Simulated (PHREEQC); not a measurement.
**Ultrapure water in contact with air or piping: speciation**

A made-up water analysis in mmol/kgw, 25 °C, pH 6.5, pe 12.3: Na 0.0043; K 0.00108; Ca 0.000884; Mg 0.000234; Cl 0.000998; S(6) 0.00146; Alkalinity (meq/kgw) 0.00364; Br 3.94e-06; B 4.1e-05; Cu(2) 3.96e-05; Ba 0.000193; Cd 4.98e-05; Li 2.62e-06.

Valence states are taken as typed.

Equilibrium calculation in PHREEQC: ion-association model, phreeqc.dat.

Precipitation was switched off in this run.

Problem. Estimate the charge-balance error.

Solution. charge-balance error 3.8 %.

Problem. In which forms is C present?

Solution. HCO3- 59 %, CO2 41 % of the C.

Complexes and solids missing from the database can't appear. The database's constant for dissolved Cu(OH)2 is higher than later reviews accept.
